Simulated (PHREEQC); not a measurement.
## Acid rinse or clean: an equilibrium model

Make-up at 30 °C: 150 mmol/kgw HCl and 0.063 mmol/kgw FeCl3. It is in equilibrium with CO2 at log p = -1 (atm). Otherwise closed; pH follows from the charge balance.

All values are PHREEQC results (ion-association model, phreeqc.dat), not measurements.

Precipitation was switched off in this run.

Q: Predict the pH, specific conductance, density.

A: pH 0.92; specific conductance 57600 µS/cm; density 0.998 g/cm³.

Q: In which forms is Fe present?

A: FeCl+2 56 %, Fe+3 32 %, FeCl2+ 10 %, FeOH+2 1.0 % of the Fe.

Species that the database lacks are ignored.
